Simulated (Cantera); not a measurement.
What does this Cantera script print?

```python
import numpy as np
import cantera as ct

gas_names = """
    B BCL BCL2 BCL3 BN B2 CL CL2 N N2
""".split()
cond_names = """
    B(b) B(L) BN(s)
""".split()


# ... load() reads the species with a 1 bar reference pressure and builds the phases ...
atoms = {
    'BCl3': {'B': 1, 'CL': 3},
    'N2': {'N': 2},
}
top_T = {'BN(s)': 3200}  # K; cautious upper limits of use, not melting points


# ... equilibrate(T, P, feed) seeds the gas with the atoms and calls Mixture.equilibrate('TP', solver="vcs", rtol=1e-11, max_steps=5000) ...
results = []
feed = {'BCl3': 1, 'N2': 9.2}  # mol
T = 823.15  # K
P = 1400  # Pa
mix = equilibrate(T, P, feed)
results.append((T, P, feed, dict(zip(mix.species_names, mix.species_moles))))
print(gas.report(threshold=0.0001))
for i in range(1, mix.n_phases):
    print(f"{mix.phase(i).name:16s} {mix.phase_moles(i):12.5e} mol")
```

Output:

```
       temperature   823.15 K
          pressure   1400 Pa
           density   0.0075183 kg/m^3
  mean mol. weight   36.754 kg/kmol
   phase of matter   gas

                          1 kg             1 kmol
                     ---------------   ---------------
          enthalpy        -5.856e+05       -2.1523e+07  J
   internal energy       -7.7181e+05       -2.8367e+07  J
           entropy            7452.2         2.739e+05  J/K
    Gibbs function       -6.7199e+06       -2.4698e+08  J
 heat capacity c_p            984.42             36181  J/K
 heat capacity c_v             758.2             27867  J/K

                      mass frac. Y      mole frac. X     chem. pot. / RT
                     ---------------   ---------------   ---------------
              BCL3           0.31252          0.098039           -103.52
                N2           0.68748           0.90196           -28.758
     [   +8 minor]        1.4917e-08        1.1778e-08

B(b)              0.00000e+00 mol
BN(s)             5.25456e-08 mol
```

Equilibrium computed with Cantera from the NASA thermochemical tables; the gas is ideal and each condensed phase is pure.
